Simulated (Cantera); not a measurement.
A closed system holds: 1 mol Si3N4, a varied amount of Cl2, 1.2 mol N2, 12 mol H2, held at 773 K and 13300 Pa.

Cantera equilibrium calculation (NASA polynomials, part measured and part estimated; ideal gas, pure solids and liquids). Candidate condensed phases: NH4Cl, Si, Si3N4; 28 gas species. Kinetics and transport are ignored.

Task: At 3 mol Cl2, list the 5 most abundant gas species with their mole fractions, and the condensed phases.

Result: H2 0.619, HCl 0.258, N2 0.0941, SiCl4 0.0290, NH3 7.89e-5. Condensed: Si3N4(s).
